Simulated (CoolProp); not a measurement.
Properties of the fluoroketone C6F12O (FK-5-1-12) along the isotherm 460.9 K.

Computed with CoolProp (reference Helmholtz-energy equation of state, McLinden 2015).

```json
[
 {"p (MPa)": "1.17", "phase": "gas", "Z": "0.7881", "cv (kJ/(kg K))": "1.021", "speed of sound (m/s)": "88.69", "isothermal compressibility (1/MPa)": "1.126", "expansivity (1/kK)": "?", "fugacity coefficient": "0.8207"},
 {"p (MPa)": "2.34", "phase": "supercritical", "Z": "0.4366", "cv (kJ/(kg K))": "?", "speed of sound (m/s)": "53.55", "isothermal compressibility (1/MPa)": "1.453", "expansivity (1/kK)": "35.60", "fugacity coefficient": "0.6457"},
 {"p (MPa)": "3.5", "phase": "supercritical", "Z": "0.3229", "cv (kJ/(kg K))": "?", "speed of sound (m/s)": "104.6", "isothermal compressibility (1/MPa)": "0.1457", "expansivity (1/kK)": "11.25", "fugacity coefficient": "0.4935"},
 {"p (MPa)": "4.67", "phase": "supercritical", "Z": "0.3869", "cv (kJ/(kg K))": "1.042", "speed of sound (m/s)": "145.6", "isothermal compressibility (1/MPa)": "?", "expansivity (1/kK)": "6.433", "fugacity coefficient": "0.4094"},
 {"p (MPa)": "5.84", "phase": "supercritical", "Z": "?", "cv (kJ/(kg K))": "1.036", "speed of sound (m/s)": "175.4", "isothermal compressibility (1/MPa)": "0.03866", "expansivity (1/kK)": "4.816", "fugacity coefficient": "0.3596"},
 {"p (MPa)": "7.01", "phase": "supercritical", "Z": "0.5281", "cv (kJ/(kg K))": "1.032", "speed of sound (m/s)": "199.7", "isothermal compressibility (1/MPa)": "0.02813", "expansivity (1/kK)": "3.974", "fugacity coefficient": "0.3277"},
 {"p (MPa)": "8.18", "phase": "supercritical", "Z": "0.5985", "cv (kJ/(kg K))": "1.030", "speed of sound (m/s)": "220.6", "isothermal compressibility (1/MPa)": "0.02211", "expansivity (1/kK)": "3.446", "fugacity coefficient": "0.3063"},
 {"p (MPa)": "9.35", "phase": "supercritical", "Z": "0.6683", "cv (kJ/(kg K))": "?", "speed of sound (m/s)": "239.2", "isothermal compressibility (1/MPa)": "0.01821", "expansivity (1/kK)": "3.078", "fugacity coefficient": "0.2917"}
]
```

Q: Fill in the missing entries.

A: 
- 1.17, expansivity (1/kK): 5.077
- 2.34, cv (kJ/(kg K)): 1.081
- 3.5, cv (kJ/(kg K)): 1.053
- 4.67, isothermal compressibility (1/MPa): 0.06153
- 5.84, Z: 0.4572
- 9.35, cv (kJ/(kg K)): 1.028
